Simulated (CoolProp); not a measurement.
Vapour-liquid equilibrium of fluoroethane (R161) (1) + R1234yf (2) at 39.9 kPa; x and y are mole fractions of (1).

Model: multi-fluid Helmholtz-energy mixture model, Wu 2012 and Lemmon 2022; pair parameters Bell 2016, in CoolProp.

| x | bubble temperature, mixture model (°C) | bubble temperature, Raoult's law (°C) | y, mixture model | y, Raoult's law |
|---|---|---|---|---|
| 0.05 | -49.4 | -49.2 | ? | 0.072 |
| 0.2 | -51.1 | -50.4 | 0.291 | 0.270 |
| 0.35 | -52.5 | -51.6 | ? | 0.444 |
| 0.5 | ? | -52.7 | ? | 0.598 |
| 0.65 | ? | -53.8 | 0.725 | 0.735 |
| 0.8 | ? | -54.8 | 0.841 | 0.857 |
| 0.95 | -55.9 | -55.7 | 0.959 | 0.966 |

Problem. What belongs in the gaps?

Solution. 
- 0.05, y, mixture model: 0.081
- 0.35, y, mixture model: 0.460
- 0.5, bubble temperature, mixture model (°C): -53.6
- 0.5, y, mixture model: 0.601
- 0.65, bubble temperature, mixture model (°C): -54.6
- 0.8, bubble temperature, mixture model (°C): -55.3

The largest gap from Raoult's law is -0.9 K in bubble temperature, at x = 0.5. No azeotrope shows between x = 0.05 and 0.95.

Pair parameters are fitted to limited data, so mixtures are less certain than the pure fluids.
